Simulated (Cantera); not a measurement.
A Cantera script and its output.

```python
import numpy as np
import cantera as ct

gas = ct.Solution("gri30.yaml")
gas.TPX = 1350, 2666, {'N2O': 1, 'H2O': 0.13}
reactor = ct.IdealGasConstPressureReactor(gas, energy="off", clone=False)
net = ct.ReactorNet([reactor])
net.rtol, net.atol = 1e-08, 1e-18
show = ['N2O', 'H2O', 'NO', 'H', 'H2O2', 'O']
times = np.geomspace(3e-06, 20, 15)

steps = ct.SolutionArray(gas, extra=["t"])
rows = []
print(f"{'t/s':>10s}{'T/K':>9s}{'P/Pa':>11s}" + "".join(f"{s:>11s}" for s in show))
for t in times:
    while net.time < t:
        t_next = net.step()
        steps.append(gas.state, t=t_next)
    rows.append([np.interp(t, steps.t, y) for y in (steps.T, steps.P, *steps(*show).X.T)])
    print(f"{t:10.3e}{rows[-1][0]:9.1f}{rows[-1][1]:11.4g}" + "".join(f"{x:11.3e}" for x in rows[-1][2:]))
rate = np.gradient(steps.T, steps.t)
print("integrator steps:", len(steps.t))
if steps.T.max() > steps.T[0] + 200:
    print(f"time of steepest temperature rise: {steps.t[rate.argmax()]:.4e} s")
gas.TPX = 1350, 2666, {'N2O': 1, 'H2O': 0.13}
gas.equilibrate("TP")
print(f"equilibrium (TP): T = {gas.T:.1f} K  " + "  ".join(f"{s} {gas[s].X[0]:.3e}" for s in show))
```

Result:

```
       t/s      T/K       P/Pa        N2O        H2O         NO          H       H2O2          O
 3.000e-06   1350.0       2666  8.850e-01  1.150e-01  1.391e-09  2.289e-15  1.868e-18  4.227e-07
 9.216e-06   1350.0       2666  8.850e-01  1.150e-01  1.298e-08  1.036e-13  1.683e-16  1.269e-06
 2.831e-05   1350.0       2666  8.849e-01  1.150e-01  1.162e-07  6.159e-12  1.397e-14  3.633e-06
 8.697e-05   1350.0       2666  8.849e-01  1.150e-01  9.554e-07  2.313e-10  1.121e-12  9.091e-06
 2.672e-04   1350.0       2666  8.849e-01  1.150e-01  6.272e-06  3.568e-09  7.470e-11  1.637e-05
 8.208e-04   1350.0       2666  8.847e-01  1.150e-01  2.830e-05  1.949e-08  3.381e-09  1.875e-05
 2.521e-03   1350.0       2666  8.840e-01  1.150e-01  9.748e-05  5.847e-08  8.482e-08  1.876e-05
 7.746e-03   1350.0       2666  8.818e-01  1.148e-01  3.040e-04  9.019e-08  2.358e-07  1.901e-05
 2.380e-02   1350.0       2666  8.752e-01  1.146e-01  9.037e-04  9.639e-08  1.730e-07  1.900e-05
 7.310e-02   1350.0       2666  8.552e-01  1.138e-01  2.657e-03  9.290e-08  1.106e-07  1.859e-05
 2.246e-01   1350.0       2666  7.981e-01  1.115e-01  7.803e-03  8.636e-08  5.415e-08  1.778e-05
 6.899e-01   1350.0       2666  6.530e-01  1.057e-01  2.112e-02  8.815e-08  1.998e-08  1.684e-05
 2.119e+00   1350.0       2666  3.777e-01  9.475e-02  4.618e-02  1.094e-07  7.402e-09  1.570e-05
 6.510e+00   1350.0       2666  9.269e-02  8.338e-02  7.106e-02  1.578e-07  3.794e-09  1.388e-05
 2.000e+01   1350.0       2666  3.137e-03  7.984e-02  7.772e-02  5.277e-08  1.609e-09  5.594e-06
integrator steps: 1475
equilibrium (TP): T = 1350.0 K  N2O 5.414e-09  H2O 7.973e-02  NO 5.801e-04  H 6.256e-09  H2O2 5.717e-10  O 1.440e-06
```

Computed with Cantera and GRI-Mech 3.0 (53 species, 325 reactions). GRI-Mech 3.0 was tuned for natural gas; its chemistry of N2O as a main component is partial and can be far from experiment. Radical loss at walls, strong at low pressure, is not modelled. The mechanism lacks the step 2 NO + O2 → 2 NO2, which can matter for NO2 below about 1400 K. The temperature is held fixed by assumption; the heat of reaction is taken as removed at once.
